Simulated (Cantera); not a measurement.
Source: NASA polynomial tables (part measured, part estimated), evaluated in Cantera. Values are per mole of reaction as written; species without (g) are pure solids or liquids, kept so even where they would boil at 1 bar.

10 NO(g) + 2 P2(g) = P4O10 + 10 N(g)

```json
[
 {"T (K)": "300", "ΔH° (kJ)": "(withheld)", "ΔS° (J/K)": "(withheld)", "ΔG° (kJ)": "(withheld)", "log10 K": "(withheld)"},
 {"T (K)": "425", "ΔH° (kJ)": "(withheld)", "ΔS° (J/K)": "(withheld)", "ΔG° (kJ)": "(withheld)", "log10 K": "(withheld)"},
 {"T (K)": "475", "ΔH° (kJ)": "533.5", "ΔS° (J/K)": "-739.3", "ΔG° (kJ)": "884.6", "log10 K": "-97.28"},
 {"T (K)": "525", "ΔH° (kJ)": "540.1", "ΔS° (J/K)": "-725.9", "ΔG° (kJ)": "921.2", "log10 K": "-91.66"},
 {"T (K)": "575", "ΔH° (kJ)": "547.5", "ΔS° (J/K)": "-712.5", "ΔG° (kJ)": "957.2", "log10 K": "-86.95"},
 {"T (K)": "625", "ΔH° (kJ)": "555.6", "ΔS° (J/K)": "-699.1", "ΔG° (kJ)": "992.5", "log10 K": "-82.95"},
 {"T (K)": "675", "ΔH° (kJ)": "(withheld)", "ΔS° (J/K)": "(withheld)", "ΔG° (kJ)": "(withheld)", "log10 K": "(withheld)"}
]
```

Task: What belongs in the gaps?

Result: 
- 300, ΔH° (kJ): 516.9
- 300, ΔS° (J/K): -781.6
- 300, ΔG° (kJ): 751.4
- 300, log10 K: -130.82
- 425, ΔH° (kJ): 527.6
- 425, ΔS° (J/K): -752.4
- 425, ΔG° (kJ): 847.3
- 425, log10 K: -104.14
- 675, ΔH° (kJ): 564.2
- 675, ΔS° (J/K): -685.8
- 675, ΔG° (kJ): 1027.1
- 675, log10 K: -79.48
